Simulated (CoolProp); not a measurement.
Vapour-liquid equilibrium of dimethyl ether (1) + R236EA (2) at 0.299 MPa; x and y are mole fractions of (1).

Computed with CoolProp (multi-fluid Helmholtz-energy mixture model, Wu 2011 and Rui 2013; pair parameters Bell 2016).

### Question
Give the bubble temperature and the first vapour's composition at x = 0.2, 0.35, 0.65. Is there an azeotrope?

### Answer
x = 0.2: 307.7 K, y = 0.250; x = 0.35: 304.9 K, y = 0.473; x = 0.65: 292.5 K, y = 0.865. No azeotrope shows between x = 0.05 and 0.95.

Pair parameters are fitted to limited data, so mixtures are less certain than the pure fluids.
